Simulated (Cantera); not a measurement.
Input (Python, Cantera) and output of one run.

```python
import numpy as np
import cantera as ct

gas_names = [...]  # 148 gases of nasa_gas.yaml made of Al, C, H, N, O
cond_names = """
    AL(cr) AL(L) ALN(s) AL2O3(a) AL2O3(L) C(gr) C6H6(L) C7H8(L) C8H18(L),n-octa H2O(s) H2O(L)
""".split()


# ... load() reads the species with a 1 bar reference pressure and builds the phases ...
atoms = {
    'Al(CH3)3': {'AL': 1, 'C': 3, 'H': 9},
    'N2O': {'N': 2, 'O': 1},
    'N2': {'N': 2},
}
top_T = {'ALN(s)': 2750, 'C(gr)': 4500}  # K; cautious upper limits of use, not melting points


# ... equilibrate(T, P, feed) seeds the gas with the atoms and calls Mixture.equilibrate('TP', solver="vcs", rtol=1e-11, max_steps=5000) ...
results = []
feed = {'Al(CH3)3': 1, 'N2O': 1.1, 'N2': 9.2}  # mol
T = 2025  # K
P = 1200  # Pa
mix = equilibrate(T, P, feed)
results.append((T, P, feed, dict(zip(mix.species_names, mix.species_moles))))
print(gas.report(threshold=0.0001))
for i in range(1, mix.n_phases):
    print(f"{mix.phase(i).name:16s} {mix.phase_moles(i):12.5e} mol")
```

It prints:

```
       temperature   2025 K
          pressure   1200 Pa
           density   0.0014794 kg/m^3
  mean mol. weight   20.757 kg/kmol
   phase of matter   gas

                          1 kg             1 kmol
                     ---------------   ---------------
          enthalpy        2.9722e+06        6.1695e+07  J
   internal energy        2.1611e+06        4.4858e+07  J
           entropy             13446         2.791e+05  J/K
    Gibbs function       -2.4256e+07       -5.0349e+08  J
 heat capacity c_p            1693.1             35144  J/K
 heat capacity c_v            1292.5             26829  J/K

                      mass frac. Y      mole frac. X     chem. pot. / RT
                     ---------------   ---------------   ---------------
                AL          0.041305          0.031776           -10.764
               ALH        0.00064389        0.00047751           -23.393
                CO          0.091186          0.067575           -41.427
    C2H2,acetylene        0.00030451        0.00024275           -30.842
                 H        0.00044189         0.0090997           -12.629
               HCN         0.0085971          0.006603           -31.367
               HNC        0.00051094        0.00039243           -31.367
                H2          0.026053           0.26825           -25.259
                N2           0.83066           0.61549           -31.891
     [ +139 minor]        0.00030071        9.4577e-05

AL(L)             0.00000e+00 mol
ALN(s)            4.72796e-01 mol
AL2O3(a)          0.00000e+00 mol
C(gr)             1.77957e+00 mol
```

Equilibrium computed with Cantera from the NASA thermochemical tables; the gas is ideal and each condensed phase is pure. The feed counts by its element totals alone.
